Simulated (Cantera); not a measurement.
A perfectly stirred reactor is fed with CH₄ : H₂ = 1 : 2 (molar parts), at 2670 Pa; it is held at 1573 K, and followed from long to short residence time.

Computed with Cantera and GRI-Mech 3.0 (53 species, 325 reactions). GRI-Mech 3.0 stops at C3 and has no aromatics, soot or wall deposition, so with more carbon than oxygen in the feed, carbon stays in small species such as C2H2 where larger ones or solid carbon would form. Radical loss at walls, strong at low pressure, is not modelled.

Task: What does this change do: H2 2 to 3.9 parts?

Result: 
| quantity | before | after |
|---|---|---|
| x(CH₄) at τ = 14.0 s | 0.0611 | 0.0477 |
| x(H₂) at τ = 14.0 s | 0.836 | 0.887 |
| x(CH₂) at τ = 14.0 s | 4.45e-8 | 3.67e-8 |
| x(C₂H₆) at τ = 14.0 s | 6.89e-6 | 4.25e-6 |
| x(CH₃) at τ = 14.0 s | 0.000259 | 0.000206 |
| x(CH₄) at τ = 0.300 s | 0.273 | 0.178 |
| x(H₂) at τ = 0.300 s | 0.703 | 0.811 |
| x(CH₂) at τ = 0.300 s | 9.46e-8 | 7.13e-8 |
| x(C₂H₆) at τ = 0.300 s | 8.55e-5 | 3.86e-5 |
| x(CH₃) at τ = 0.300 s | 0.000832 | 0.000574 |

Task: What does this change do: H2 2 to 0.87 parts?

Result: 
```
quantity                  before     after
----------------------  --------  --------
x(CH₄) at τ = 14.0 s      0.0611    0.0749
x(H₂) at τ = 14.0 s        0.836     0.775
x(CH₂) at τ = 14.0 s     4.45e-8   5.23e-8
x(C₂H₆) at τ = 14.0 s    6.89e-6   1.04e-5
x(CH₃) at τ = 14.0 s    0.000259  0.000314
x(CH₄) at τ = 0.300 s      0.273     0.400
x(H₂) at τ = 0.300 s       0.703     0.555
x(CH₂) at τ = 0.300 s    9.46e-8   1.26e-7
x(C₂H₆) at τ = 0.300 s   8.55e-5  0.000179
x(CH₃) at τ = 0.300 s   0.000832   0.00117
```

Task: What does this change do: CH4 1 to 0.44 parts?

Result: 
```json
[
 {"quantity": "x(CH₄) at τ = 14.0 s", "before": "0.0611", "after": "0.0447"},
 {"quantity": "x(H₂) at τ = 14.0 s", "before": "0.836", "after": "0.898"},
 {"quantity": "x(CH₂) at τ = 14.0 s", "before": "4.45e-8", "after": "3.49e-8"},
 {"quantity": "x(C₂H₆) at τ = 14.0 s", "before": "6.89e-6", "after": "3.74e-6"},
 {"quantity": "x(CH₃) at τ = 14.0 s", "before": "0.000259", "after": "0.000194"},
 {"quantity": "x(CH₄) at τ = 0.300 s", "before": "0.273", "after": "0.159"},
 {"quantity": "x(H₂) at τ = 0.300 s", "before": "0.703", "after": "0.832"},
 {"quantity": "x(CH₂) at τ = 0.300 s", "before": "9.46e-8", "after": "6.63e-8"},
 {"quantity": "x(C₂H₆) at τ = 0.300 s", "before": "8.55e-5", "after": "3.15e-5"},
 {"quantity": "x(CH₃) at τ = 0.300 s", "before": "0.000832", "after": "0.000522"}
]
```
